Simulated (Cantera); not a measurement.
Feed: 1 mol (CH3)2SiCl2, 11 mol H2, held at 0.100 bar.

Method: chemical equilibrium by Gibbs-energy minimisation in Cantera with the NASA 1993 tables (ideal gas, pure condensed phases). Candidate condensed phases: C, C6H6, C7H8, C8H18, Si, SiC; 109 gas species. The feed counts by its element totals alone. Gases not in the tables: Si2H6 and higher silanes. The numbers say what is thermodynamically allowed, not how fast it happens.

Over these rows the condensed part is C(graphite) + SiC(s). Partial pressures as log10 of bar:

| T (K) | 1000/T (1/K) | log p SiCl4 | log p H2 | log p HCl |
|---|---|---|---|---|
| 1375 | 0.7273 | -5.08 | -1.06 | -1.88 |
| 1525 | 0.6557 | -5.85 | -1.06 | -1.88 |
| 1675 | 0.5970 | -6.48 | -1.06 | -1.88 |
| 1825 | 0.5479 | -7.02 | -1.06 | -1.89 |
| 1975 | 0.5063 | ? | -1.06 | -1.89 |
| 2125 | 0.4706 | -7.89 | -1.07 | -1.90 |

Q: Fit log p(SiCl4) = a + b·(1000/T) to the five rows, give the apparent enthalpy, and predict the row at 1975 K.

A: Means: 1000/T = 0.5997, log p = -6.464. Sxy = 0.423923, Sxx = 0.0387751, so b = 10.93 and a = -6.464 − (10.93)×0.5997 = -13.02.
Apparent enthalpy: −19.145 × (10.93) = -209 kJ/mol. With the condensed phases at unit activity, SiC(s) + 4 HCl(g) = SiCl4(g) + C(graphite) + 2 H2(g) links this pressure to the main gases: over the six rows their terms move log p by -0.06 in all, so the slope is close to that reaction's ΔH°. The five rows lie within 0.01 of the line.
Prediction at 1975 K: -13.02 + (10.93)×0.5063 = -7.49. The computed value is -7.48, 0.01 from the line.
